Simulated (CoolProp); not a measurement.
Saturation properties of C2F6 (R116).

Values from CoolProp's reference Helmholtz-energy equation of state, Lemmon 2006. It is a short technical equation, of lower accuracy than the large ones.

```tsv
T (K)	p (MPa)	liquid density (kg/m³)	vapour density (kg/m³)	enthalpy of vaporisation (kJ/kg)	vapour viscosity (µPa s)
198	0.1184	1592	10.45	115.7	9.25
201.5	0.1414	1576	12.36	114.1	9.41
205.1	0.1686	1560	14.59	112.5	9.57
208.7	0.1997	1543	17.13	110.8	9.73
212.2	0.2339	1526	19.92	109.1	9.88
215.8	0.2736	1509	23.15	107.3	10.0
219.4	0.3182	1491	26.77	105.4	10.2
223	0.3680	1472	30.84	103.5	10.4
226.5	0.4219	1454	35.26	101.5	10.5
230.1	0.4833	1435	40.32	99.41	10.7
233.7	0.5511	1415	45.97	97.23	10.9
237.2	0.6236	1395	52.09	95.01	11.1
240.8	0.7053	1374	59.08	92.63	11.2
244.4	0.7947	1353	66.88	90.14	11.4
```

It boils at 195.1 K under 1 atm.

Viscosity comes from a separate model (Huber 2003), an estimate that may be off by 10 % or more.
